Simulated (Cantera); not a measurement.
An isothermal, constant-pressure homogeneous reactor starts with CH₄ : H₂ = 1 : 15 (molar parts), at 1998 K and 0.975 Torr. Integrator tolerance rtol = 1e-08.

Model: GRI-Mech 3.0 (53 species, 325 reactions), integrated in Cantera. GRI-Mech 3.0 stops at C3 and has no aromatics, soot or wall deposition, so with more carbon than oxygen in the feed, carbon stays in small species such as C2H2 where larger ones or solid carbon would form. Radical loss at walls, strong at low pressure, is not modelled.

**Question.** What does this change do: CH4 1 to 0.67 parts?

**Answer.** 
```tsv
quantity	before	after
x(CH₄) at 10.0 s	3.21e-5 (gas-phase equilibrium 3.04e-6)	3.94e-5 (gas-phase equilibrium 2.57e-6)
x(H₂) at 10.0 s	0.947 (gas-phase equilibrium 0.928)	0.958 (gas-phase equilibrium 0.937)
x(C₂H₄) at 10.0 s	4.52e-7 (gas-phase equilibrium 2.35e-7)	3.51e-7 (gas-phase equilibrium 1.65e-7)
x(C₂H) at 10.0 s	1.37e-5 (gas-phase equilibrium 2.48e-5)	8.69e-6 (gas-phase equilibrium 1.72e-5)
x(CH₃) at 10.0 s	1.61e-5 (gas-phase equilibrium 2.78e-6)	1.80e-5 (gas-phase equilibrium 2.35e-6)
x(H) at 10.0 s	0.0241 (gas-phase equilibrium 0.0432)	0.0222 (gas-phase equilibrium 0.0434)
```

**Question.** What does this change do: temperature 1998 to 1598 K?

**Answer.** 
```
quantity                                            before                                     after
-----------------  ---------------------------------------  ----------------------------------------
x(CH₄) at 10.0 s   3.21e-5 (gas-phase equilibrium 3.04e-6)    0.0323 (gas-phase equilibrium 6.68e-5)
x(H₂) at 10.0 s        0.947 (gas-phase equilibrium 0.928)       0.952 (gas-phase equilibrium 0.969)
x(C₂H₄) at 10.0 s  4.52e-7 (gas-phase equilibrium 2.35e-7)   9.14e-5 (gas-phase equilibrium 4.16e-6)
x(C₂H) at 10.0 s   1.37e-5 (gas-phase equilibrium 2.48e-5)   3.68e-8 (gas-phase equilibrium 1.47e-7)
x(CH₃) at 10.0 s   1.61e-5 (gas-phase equilibrium 2.78e-6)  0.000523 (gas-phase equilibrium 2.05e-6)
x(H) at 10.0 s       0.0241 (gas-phase equilibrium 0.0432)  0.000761 (gas-phase equilibrium 0.00146)
```
